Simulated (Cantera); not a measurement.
A closed system holds: 1 mol Pb, 9.2 mol H2O, 1.1 mol N2, at 1600000 Pa.

Cantera equilibrium calculation (NASA polynomials, part measured and part estimated; ideal gas, pure solids and liquids). Candidate condensed phases: H2O, Pb, PbO, PbO2, Pb3O4; 27 gas species. Each liquid is taken as pure. Mutual solubility and eutectic melting of coexisting phases are not modelled. Gases not in the tables: (PbO)n polymers. Rates play no part.

Problem. At 1250 K, list the 5 most abundant gas species with their mole fractions, and the condensed phases.

Solution. H2O 0.893, N2 0.107, H2 0.000345, Pb 8.36e-5, PbO 1.14e-5. Condensed: Pb(l) + PbO(l).
